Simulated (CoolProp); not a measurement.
Vapour-liquid equilibrium of ethanol (1) + toluene (2) at 0.698 MPa; x and y are mole fractions of (1).

The numbers come from the multi-fluid Helmholtz-energy mixture model, Schroeder 2014 and Lemmon 2006; pair parameters Bell 2016 in CoolProp.

| x | bubble temperature, mixture model (°C) | bubble temperature, Raoult's law (°C) | y, mixture model | y, Raoult's law |
|---|---|---|---|---|
| 0.05 | 177.6 | 188.6 | 0.291 | 0.170 |
| 0.2 | 153.9 | 172.9 | 0.598 | 0.485 |
| 0.35 | 146.2 | 162.2 | 0.690 | 0.665 |
| 0.5 | 142.7 | 154.3 | 0.741 | 0.783 |
| 0.65 | 140.3 | 147.9 | 0.789 | 0.868 |
| 0.8 | 138.4 | 142.8 | 0.855 | 0.933 |
| 0.95 | 137.2 | 138.4 | 0.956 | 0.985 |

The largest gap from Raoult's law is -19.0 K in bubble temperature, at x = 0.2. No azeotrope shows between x = 0.05 and 0.95.

Pair parameters are fitted to limited data, so mixtures are less certain than the pure fluids.
